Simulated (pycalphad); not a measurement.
Effect of Si content in Cu-Si

CALPHAD calculation (pycalphad, COST 507 light-alloy database (1999)), 1 atm. The data set is of 1999 and partly superseded. Amounts are mole fractions of atoms.

```
alloy              liquidus (°C)   first solid  solidus (°C)                     phases at 357 °C
-----------------  -------------  ------------  ------------  -----------------------------------
Cu-6.375Si (wt.%)            896           fcc           852           fcc 0.61, CU19SI6_ETA 0.39
Cu-33.62Si (wt.%)           1096  diamond (Si)           800  CU19SI6_ETA 0.61, diamond (Si) 0.39
Cu-64.02Si (wt.%)     (withheld)  diamond (Si)           800                           (withheld)
```

Fill in the missing entries.


- Cu-64.02Si (wt.%), liquidus (°C): 1293
- Cu-64.02Si (wt.%), phases at 357 °C: diamond (Si) 0.74, CU19SI6_ETA 0.26

Database names, with the compositions (at.%) that they take in these runs: CU19SI6_ETA: Cu 76 Si 24.
